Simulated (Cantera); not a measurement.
Input: 1 mol Ti(OiPr)₄, 4.5 mol O₂, 3.6 mol H₂O, at 1875 K and 13.3 mbar.

These are equilibrium values from Cantera (NASA tables, ideal gas, pure condensed phases), not measurements of a reactor. Candidate condensed phases: C, C₆H₆, C₇H₈, C₈H₁₈, H₂O, Ti, TiC, TiO, TiO₂, Ti₂O₃, Ti₃O₅, Ti₄O₇; 113 gas species. The feed counts by its element totals alone. Mutual solubility and eutectic melting of coexisting phases are not modelled. Condensed phases not in the tables: Magnéli phases beyond Ti₄O₇. Kinetics and transport are ignored.

Base state: H₂ 0.514, CO 0.390, H₂O 0.0778, CO₂ 0.0144, H 0.00407, OH 4.80e-5 (mole fractions); condensed: TiO₂(rutile) + Ti₄O₇(s).

**Question.** What changes in the equilibrium state with this change: O₂ from 4.5 to 0.18 mol?

**Answer.** 
| species | before | after |
|---|---|---|
| H₂ | 0.514 | 0.684 |
| CO | 0.390 | 0.311 |
| H | 0.00407 | 0.00470 |
| H₂O | 0.0778 | 5.66e-7 |
| CO₂ | 0.0144 | 6.24e-8 |
| C₂H₂ (acetylene) | <1e-9 | 0.000217 |
| OH | 4.80e-5 | <1e-9 |
| TiO₂(rutile), mol | 0.459 | 0 |
| Ti₄O₇(s), mol | 0.135 | 0 |
| C(graphite), mol | 0 | 3.03 |
| TiC(s), mol | 0 | 1.00 |
TiC: taken at fixed stoichiometry.
